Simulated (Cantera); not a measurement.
What does this Cantera script print?

```python
import numpy as np
import cantera as ct

gas = ct.Solution("gri30.yaml", transport_model="mixture-averaged")
show = ['CH3', 'C2H2', 'N2']

rows = []
print(f"{'T/K':>7s}{'rho':>11s}{'cp':>10s}{'mu':>11s}{'lambda':>11s}{'Pr':>7s}" + "".join(f"{'D_' + s:>11s}" for s in show))
for T in [400, 500, 600, 700, 800, 900, 1000]:
    gas.TPX = T, 1000000, {'CO2': 0.98}
    Pr = gas.cp_mass * gas.viscosity / gas.thermal_conductivity
    D = [gas.mix_diff_coeffs_mole[gas.species_index(s)] for s in show]
    rows.append([gas.density, gas.cp_mass, gas.viscosity, gas.thermal_conductivity, Pr, *D])
    print(f"{T:7g}{gas.density:11.4e}{gas.cp_mass:10.1f}{gas.viscosity:11.4e}"
          f"{gas.thermal_conductivity:11.4e}{Pr:7.3f}" + "".join(f"{d:11.4e}" for d in D))
print("SI units: kg/m3, J/kg/K, Pa s, W/m/K, m2/s")
```

Output:

```
    T/K        rho        cp         mu     lambda     Pr      D_CH3     D_C2H2       D_N2
    400 1.3233e+01     937.9 1.9751e-05 2.5328e-02  0.731 2.9928e-06 2.1466e-06 2.6996e-06
    500 1.0586e+01    1013.9 2.3989e-05 3.3266e-02  0.731 4.4805e-06 3.2406e-06 4.0106e-06
    600 8.8218e+00    1076.1 2.7866e-05 4.1022e-02  0.731 6.1899e-06 4.5036e-06 5.5118e-06
    700 7.5615e+00    1126.8 3.1458e-05 4.8503e-02  0.731 8.1041e-06 5.9222e-06 7.1893e-06
    800 6.6163e+00    1168.6 3.4817e-05 5.5687e-02  0.731 1.0210e-05 7.4859e-06 9.0326e-06
    900 5.8812e+00    1203.7 3.7985e-05 6.2581e-02  0.731 1.2498e-05 9.1865e-06 1.1033e-05
   1000 5.2931e+00    1234.3 4.0991e-05 6.9198e-02  0.731 1.4959e-05 1.1017e-05 1.3184e-05
SI units: kg/m3, J/kg/K, Pa s, W/m/K, m2/s
```

Cantera simulation using GRI-Mech 3.0 (53 species, 325 reactions); the numbers are that mechanism's predictions, not measurements.
